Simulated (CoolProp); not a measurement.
The fluid at 421.32 K and 0.792 MPa (stagnation) flows isentropically through a choked orifice. The same conditions are run with several fluids, on thermodynamics alone (safety and materials aside).

Values from CoolProp's reference Helmholtz-energy equation of state of each fluid (R11: Jacobsen 1992; propane: Lemmon 2009; n-butane: Bücker 2006; R1224YDZ: Akasaka 2023; oxygen: Schmidt 1985).

```csv
fluid,throat to inlet pressure ratio,mass flux (kg/(m² s)),throat temperature (K)
R11,0.593,3220,398.6
propane,0.589,1790,401.3
n-butane,0.599,2050,405.8
R1224YDZ,0.603,3290,406.8
oxygen,0.529,1630,353.1
```

Above 300 K oxygen's equation is extrapolated.
